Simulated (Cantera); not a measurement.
A perfectly stirred reactor is fed with CH₄ : CO₂ : H₂ = 1 : 0.6 : 0.076 (molar parts), at 4650 Torr; it is held at 1750 K, and followed from long to short residence time.

Computed with Cantera and GRI-Mech 3.0 (53 species, 325 reactions). GRI-Mech 3.0 stops at C3 and has no aromatics, soot or wall deposition, so with more carbon than oxygen in the feed, carbon stays in small species such as C2H2 where larger ones or solid carbon would form.

```csv
quantity,before,after
x(CH₄) at τ = 0.340 s,0.0552,0.0429
x(CO₂) at τ = 0.340 s,0.0160,0.0255
x(H₂) at τ = 0.340 s,0.454,0.437
x(C₂H₂) at τ = 0.340 s,0.0783,0.114
x(OH) at τ = 0.340 s,5.71e-7,2.51e-6
x(CH₄) at τ = 46.0 ms,0.0863,0.110
x(CO₂) at τ = 46.0 ms,0.0444,0.0818
x(H₂) at τ = 46.0 ms,0.365,0.345
x(C₂H₂) at τ = 46.0 ms,0.116,0.135
x(OH) at τ = 46.0 ms,1.19e-6,3.43e-6
```

Name the change that produced these shifts.
(A) temperature 1750 to 1548 K
(B) temperature 1750 to 2100 K
(C) pressure from 4650 Torr to 150 Torr
(D) pressure from 4650 Torr to 495 Torr

D, pressure from 4650 Torr to 495 Torr
